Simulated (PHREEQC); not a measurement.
Consider water at 25 °C with 0.026 mol/kgw Ba(OH)2. Closed to the air; pH follows from the charge balance.

All values are PHREEQC results (ion-association model, phreeqc.dat), not measurements.

```csv
quantity,before,after
pH,12.59,11.67
BaOH+ (mol/kgw),0.00161,3.07e-5
```

Q: What was changed between the two runs?
A) Ba(OH)2 from 0.026 to 0.0026 mol/kgw
B) Ba(OH)2 replaced by Ba(NO3)2 at the same molality
C) temperature from 25 to 15 °C
D) Ba(OH)2 replaced by BaCl2 at the same molality
E) diluted 100-fold with water

A: A, Ba(OH)2 from 0.026 to 0.0026 mol/kgw

No solid was allowed to form.
